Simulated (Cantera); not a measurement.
Feed: 1 mol Fe3O4, 1.1 mol H2O, 0.51 mol O2, held at 1423 K and 0.300 bar.

Equilibrium computed with Cantera from the NASA thermochemical tables; the gas is ideal and each condensed phase is pure. Candidate condensed phases: Fe, FeO, Fe(OH)2, Fe(OH)3, Fe2O3, Fe3O4, H2O; 12 gas species. Equilibrium is a limit: real reactors are often held back by kinetics, nucleation or transport.

Base state: H2O 0.809, O2 0.191, OH 0.000145 (mole fractions); condensed: Fe2O3(s).

What changes in the equilibrium state with this change: 0.35 mol HCl added?


| species | before | after |
|---|---|---|
| H2O | 0.809 | 0.645 |
| HCl | 0 | 0.201 |
| O2 | 0.191 | 0.151 |
| FeCl2 | 0 | 0.000562 |
| Cl | 0 | 0.00143 |
| Cl2 | 0 | 0.000539 |
| Fe2O3(s), mol | 1.50 | 1.50 |
Further candidate phases: FeCl2, FeCl3.

What changes in the equilibrium state with this change: Fe3O4 replaced by B?


| species | before | after |
|---|---|---|
| H2O | 0.809 | 0.550 |
| H2 | 2.16e-6 | 0.433 |
| HBO2 | 0 | 0.0160 |
| O2 | 0.191 | <1e-9 |
| (HBO2)3 | 0 | 0.00127 |
| B2O3 | 0 | 1.37e-5 |
| Fe2O3(s), mol | 1.50 | 0 |
| B2O3(l), mol | 0 | 0.489 |
Gases not in the tables: H3BO3. Further candidate phases: B, B2O3, B3O3H3.
